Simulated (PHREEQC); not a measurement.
# Hard or scaling water: an equilibrium model

Solution (20 °C): 0.00035 mol/kgw CaSO4, 0.097 mol/kgw Na2HPO4 and 3.1e-07 mol/kgw H4SiO4. Closed to the air; pH follows from the charge balance.

Equilibrium calculation in PHREEQC: ion-association model, wateq4f.dat.

Each row changes one thing in this solution. This is a speciation only: nothing precipitates in the calculation.

```json
[
 {"case": "as made", "pH": "9.05", "ionic strength (mol/kgw)": "0.274", "Na+ (mol/kgw)": "0.185", "HPO4-2 (mol/kgw)": "0.0875", "NaHPO4- (mol/kgw)": "0.00853", "H2PO4- (mol/kgw)": "0.000474", "SI of Quartz (SiO2)": "-2.51"},
 {"case": "0.02 mol/kgw Ca(OH)2 added", "pH": "11.19", "ionic strength (mol/kgw)": "0.297", "Na+ (mol/kgw)": "0.189", "HPO4-2 (mol/kgw)": "0.0534", "NaHPO4- (mol/kgw)": "0.00516", "H2PO4- (mol/kgw)": "2.04e-6", "SI of Quartz (SiO2)": "-3.92"},
 {"case": "temperature from 20 to 40 °C", "pH": "8.93", "ionic strength (mol/kgw)": "0.275", "Na+ (mol/kgw)": "0.186", "HPO4-2 (mol/kgw)": "0.0877", "NaHPO4- (mol/kgw)": "0.00820", "H2PO4- (mol/kgw)": "0.000546", "SI of Quartz (SiO2)": "-2.83"},
 {"case": "temperature from 20 to 75 °C", "pH": "8.71", "ionic strength (mol/kgw)": "0.276", "Na+ (mol/kgw)": "0.186", "HPO4-2 (mol/kgw)": "0.0881", "NaHPO4- (mol/kgw)": "0.00751", "H2PO4- (mol/kgw)": "0.000721", "SI of Quartz (SiO2)": "-3.29"},
 {"case": "CaSO4 from 0.00035 to 0.000525 mol/kgw", "pH": "8.98", "ionic strength (mol/kgw)": "0.274", "Na+ (mol/kgw)": "0.185", "HPO4-2 (mol/kgw)": "0.0873", "NaHPO4- (mol/kgw)": "0.00851", "H2PO4- (mol/kgw)": "0.000553", "SI of Quartz (SiO2)": "-2.49"},
 {"case": "diluted 100-fold with water", "pH": "9.09", "ionic strength (mol/kgw)": "0.00290", "Na+ (mol/kgw)": "0.00194", "HPO4-2 (mol/kgw)": "0.000954", "NaHPO4- (mol/kgw)": "2.86e-6", "H2PO4- (mol/kgw)": "1.08e-5", "SI of Quartz (SiO2)": "-4.52"},
 {"case": "temperature from 20 to 10 °C", "pH": "9.11", "ionic strength (mol/kgw)": "0.274", "Na+ (mol/kgw)": "0.185", "HPO4-2 (mol/kgw)": "0.0874", "NaHPO4- (mol/kgw)": "0.00868", "H2PO4- (mol/kgw)": "0.000442", "SI of Quartz (SiO2)": "-2.33"}
]
```

Complexes and solids missing from the database can't appear. Some of these states are supersaturated (in Hydroxyapatite, for instance). H3PO4, which wateq4f.dat lacks, is added to it with the constant of phreeqc.dat. Away from 25 °C the constants follow the database's enthalpies or fits; those with neither stay at their 25 °C values.
